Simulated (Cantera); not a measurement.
Iron carbonyl, mercury and lead vapours: HgO + H2

Feed: 1 mol HgO, 0.76 mol H2, at 1350 K and 0.00710 bar.

Method: chemical equilibrium by Gibbs-energy minimisation in Cantera with the NASA 1993 tables (ideal gas, pure condensed phases). Candidate condensed phases: H2O, Hg, HgO; 10 gas species. Rates play no part.

| Item | Value |
|---|---|
| x(Hg) | 0.532 |
| x(H2O) | 0.404 |
| x(O2) | 0.0638 |
| x(OH) | 9.43e-5 |
| x(H2) | 3.88e-6 |
| x(O) | 1.26e-6 |
| gas amount | 1.880 mol |
| log10 activity of Hg(l) (absent) | -4.96 |
